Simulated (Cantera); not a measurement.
An adiabatic, constant-pressure homogeneous reactor starts with 24.1 % CO, 1.06 % H2, 6.02 % CH4, 14.5 % O2, 54.4 % N2, equivalence ratio 1.7, at 1750 K and 1.00 bar.

Computed with Cantera and GRI-Mech 3.0 (53 species, 325 reactions).

One state of this run: T (K) = 2854; x CO = 0.203; x H2 = 0.0262; x CH4 = <1e-12; x HCN = 1.38e-8; x H = 0.0161; x NO = 0.00582; x CH2O = 2.14e-9. x: mole fraction; the columns are a selection and need not sum to one.

**Question.** Which value of t (s) does it belong to?
A) 8.33e-5
B) 2.89e-5
C) 0.00200
D) 1.00e-5

**Answer.** C, 0.00200
